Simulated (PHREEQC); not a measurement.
Metal-bearing waste water: an equilibrium model

Consider water at 20 °C with 40 mmol/kgw ZnSO4, 0.49 mmol/kgw NiCl2, 51 mmol/kgw HCl and 0.25 mmol/kgw NaCl. Closed to the air; pH follows from the charge balance.

All values are PHREEQC results (ion-association model, wateq4f.dat), not measurements.

Each row changes one thing in this solution. No solid was allowed to form.

| case | pH | ionic strength (mol/kgw) | Zn+2 (mol/kgw) | HSO4- (mol/kgw) | SO4-2 (mol/kgw) | ZnSO4 (mol/kgw) | SI of Goslarite (ZnSO4:7H2O) | SI of Morenosite (NiSO4:7H2O) |
|---|---|---|---|---|---|---|---|---|
| as made | 1.53 | 0.136 | 0.0279 | 0.0149 | 0.0130 | 0.00986 | -2.35 | -3.86 |
| ZnSO4 from 0.04 to 0.004 mol/kgw | 1.39 | 0.0624 | 0.00360 | 0.00248 | 0.00129 | 0.000205 | -4.04 | -4.58 |
| NaCl left out | 1.53 | 0.136 | 0.0279 | 0.0149 | 0.0130 | 0.00987 | -2.35 | -3.86 |
| HCl left out | 5.68 | 0.0895 | ___ | 1.77e-6 | 0.0194 | ___ | -2.16 | -3.64 |
| temperature from 20 to 90 °C | 1.72 | 0.114 | 0.0241 | 0.0273 | 0.00646 | 0.00570 | -3.26 | -4.64 |
| diluted 5-fold with water | 2.13 | 0.0317 | ___ | 0.00175 | 0.00439 | 0.00171 | -3.12 | -4.63 |

**Question.** What belongs in the gaps?

**Answer.** 
- HCl left out, Zn+2 (mol/kgw): 0.0221
- HCl left out, ZnSO4 (mol/kgw): 0.0153
- diluted 5-fold with water, Zn+2 (mol/kgw): 0.00615

At this temperature some constants are extrapolated from 25 °C, and those without enthalpy data are left unchanged.
